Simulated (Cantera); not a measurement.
Gas mixture: 36.4 % N₂O, 63.6 % O₂, at 0.00178 atm, frozen composition.

Cantera's kinetic-theory transport with the Lennard-Jones parameters of GRI-Mech 3.0, ideal gas; thermal conductivity in the mixture-averaged form. The composition is frozen, though it would react at the higher temperatures.

One state of this run: ρ (kg/m³) = 0.00143; cp (J/kg/K) = 1025; μ (µPa s) = 29.2; λ (mW/m/K) = 41.7; Pr = 0.718; D (cm²/s) CH₃ = 337; D (cm²/s) H₂ = 1180; D (cm²/s) CH₄ = 335. D: mixture-averaged diffusion coefficient of that species in the mixture.

Question: Which value of T (K) does it belong to?
(A) 550
(B) 850
(C) 1300
(D) 1150

Answer: A, 550
